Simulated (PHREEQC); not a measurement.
Consider water at 80 °C with 2.2e-05 mol/kgw PbCl2, 0.044 mol/kgw NaCl and 0.00054 mol/kgw Cu(NO3)2. Closed to the air; pH follows from the charge balance.

Computed with PHREEQC (ion-association model, phreeqc.dat).

Q: The ionic strength comes out as 0.0453 mol/kgw. What activity coefficients do H+, NO3-, Na+, Cu+2, Cu2(OH)2+2 get?

A: H+ 0.84, NO3- 0.79, Na+ 0.81, Cu+2 0.46, Cu2(OH)2+2 0.43.

No solid was allowed to form. Away from 25 °C the constants follow the database's enthalpies or fits; those with neither stay at their 25 °C values.
